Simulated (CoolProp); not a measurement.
A single-stage vapour-compression cycle with R152A: evaporating at 235.15 K (dew point), condensing at 272.15 K (bubble point), superheat 10 K, subcooling 0 K, compressor efficiency 0.6, no pressure losses. Each further row changes one setting.

The numbers come from the reference Helmholtz-energy equation of state, Outcalt 1996 in CoolProp. It is a modified Benedict-Webb-Rubin equation, recast in Helmholtz form.

```tsv
case	cooling COP	pressure ratio	discharge temperature (K)	refrigerating effect (kJ/kg)	volumetric capacity (kJ/m³)
as stated	(withheld)	4.87	335.3	291	504
evaporating temperature 240.15 K	3.98	3.80	(withheld)	294	(withheld)
condensing temperature 267.15 K	(withheld)	4.05	324.7	299	519
subcooling 5 K	3.40	4.87	335.3	299	519
superheat 20 K	3.28	4.87	(withheld)	(withheld)	498
compressor efficiency 0.5	(withheld)	4.87	350.4	291	504
```

Task: What belongs in the gaps?

Result: 
- as stated, cooling COP: 3.31
- evaporating temperature 240.15 K, discharge temperature (K): 326.7
- evaporating temperature 240.15 K, volumetric capacity (kJ/m³): 644
- condensing temperature 267.15 K, cooling COP: 3.90
- superheat 20 K, discharge temperature (K): 346.6
- superheat 20 K, refrigerating effect (kJ/kg): 300
- compressor efficiency 0.5, cooling COP: 2.76
